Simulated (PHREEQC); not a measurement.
**Spent oxide etchant**

Consider water at 5 °C with 0.26 mol NH4HF2, 0.019 mol (NH4)2SiF6 and 0.0033 mol H3AsO4 per kg of water. Closed to the air; pH follows from the charge balance.

Computed with PHREEQC (ion-association model, wateq4f.dat).

This is a speciation only: nothing precipitates in the calculation.

### Question
Predict the pH.

### Answer
pH 3.13.

### Question
In which forms is F present?

### Answer
F- 31 %, HF2- 20 %, SiF6-2 18 %, H2F2 16 %, HF 15 % of the F.

Complexes and solids missing from the database can't appear. wateq4f.dat counts part of the HF as a dimer, H2F2, which phreeqc.dat doesn't know; its constant is uncertain. Constants without temperature data keep their 25 °C values here. SiF6-2 is the database's only silicon fluoride.
